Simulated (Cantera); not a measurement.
An adiabatic, constant-volume homogeneous reactor starts with CH₄ : C₂H₆ : O₂ : N₂ = 1 : 0.045 : 1.8 : 6.76 (molar parts), equivalence ratio 1.2, at 1448 K and 100000 Pa. Integrator tolerance rtol = 1e-08.

Computed with Cantera and GRI-Mech 3.0 (53 species, 325 reactions).

What does this change do: constant pressure in place of constant volume?


```json
[
 {"quantity": "time of steepest temperature rise", "before": "0.785 ms", "after": "0.857 ms"},
 {"quantity": "temperature at 6.00 s", "before": "2923 K", "after": "2740 K"},
 {"quantity": "equilibrium temperature", "before": "2923 K", "after": "2740 K"},
 {"quantity": "x(CH₄) at 6.00 s", "before": "<1e-12 (gas-phase equilibrium <1e-12)", "after": "<1e-12 (gas-phase equilibrium <1e-12)"},
 {"quantity": "x(C₂H₆) at 6.00 s", "before": "<1e-12 (gas-phase equilibrium <1e-12)", "after": "<1e-12 (gas-phase equilibrium <1e-12)"},
 {"quantity": "x(O₂) at 6.00 s", "before": "0.00926 (gas-phase equilibrium 0.00926)", "after": "0.00710 (gas-phase equilibrium 0.00710)"},
 {"quantity": "x(NO₂) at 6.00 s", "before": "1.57e-6 (gas-phase equilibrium 1.57e-6)", "after": "7.38e-7 (gas-phase equilibrium 7.38e-7)"},
 {"quantity": "x(H₂O) at 6.00 s", "before": "0.151 (gas-phase equilibrium 0.151)", "after": "0.161 (gas-phase equilibrium 0.161)"}
]
```

What does this change do: initial temperature 1448 to 1325 K?


| quantity | before | after |
|---|---|---|
| time of steepest temperature rise | 0.785 ms | 3.24 ms |
| temperature at 6.00 s | 2923 K | 2891 K |
| equilibrium temperature | 2923 K | 2891 K |
| x(CH₄) at 6.00 s | <1e-12 (gas-phase equilibrium <1e-12) | <1e-12 (gas-phase equilibrium <1e-12) |
| x(C₂H₆) at 6.00 s | <1e-12 (gas-phase equilibrium <1e-12) | <1e-12 (gas-phase equilibrium <1e-12) |
| x(O₂) at 6.00 s | 0.00926 (gas-phase equilibrium 0.00926) | 0.00809 (gas-phase equilibrium 0.00809) |
| x(NO₂) at 6.00 s | 1.57e-6 (gas-phase equilibrium 1.57e-6) | 1.40e-6 (gas-phase equilibrium 1.40e-6) |
| x(H₂O) at 6.00 s | 0.151 (gas-phase equilibrium 0.151) | 0.156 (gas-phase equilibrium 0.156) |
